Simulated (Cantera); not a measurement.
A freely propagating, adiabatic, planar premixed flame of 10.4 % CH4, 18.8 % O2, 70.8 % N2, equivalence ratio 1.1, unburnt at 625 K and 190000 Pa; mixture-averaged transport, grid criteria slope 0.08 and curve 0.16, no radiation.

Computed with Cantera and GRI-Mech 3.0 (53 species, 325 reactions). Burning velocities carry a grid error of a few per cent, more on coarse grids.

x: mole fraction of selected species; z is measured from the peak of heat release.

```tsv
z (mm)	T (K)	u (m/s)	x CH4	x O2	x CH2	x CH2CO	x HO2	x H2
-0.576	625	1.17	0.103	0.188	<1e-8	<1e-8	7.43e-8	0.00116
-0.384	627	1.18	0.103	0.188	<1e-8	1.65e-8	1.09e-6	0.00341
-0.288	636	1.20	0.102	0.187	<1e-8	1.67e-7	6.50e-6	0.00631
-0.192	699	1.33	0.0969	0.181	<1e-8	2.78e-6	4.85e-5	0.0120
-0.0960	1092	2.11	0.0688	0.147	(withheld)	5.62e-5	0.000154	0.0215
-0.0480	1507	2.95	0.0378	0.105	(withheld)	0.000169	0.000193	0.0265
0	1895	3.74	0.00926	0.0554	(withheld)	0.000169	0.000100	0.0275
0.0480	2066	4.08	0.000747	0.0265	(withheld)	2.97e-5	1.84e-5	0.0230
0.0960	2115	4.16	3.07e-5	0.0163	(withheld)	1.57e-6	7.46e-6	0.0200
0.192	2165	4.23	6.07e-8	0.0113	<1e-8	<1e-8	5.04e-6	0.0192
0.384	2227	4.33	<1e-8	0.00873	<1e-8	<1e-8	3.57e-6	0.0183
0.768	2293	4.45	<1e-8	0.00638	<1e-8	<1e-8	2.31e-6	0.0166
1.54	2351	4.54	<1e-8	0.00424	<1e-8	<1e-8	1.39e-6	0.0149
```

Problem. Some entries are withheld; supply them.

Solution. 
- -0.0960, x CH2: 2.71e-7
- -0.0480, x CH2: 1.11e-5
- 0, x CH2: 7.94e-5
- 0.0480, x CH2: 3.26e-5
- 0.0960, x CH2: 2.14e-6
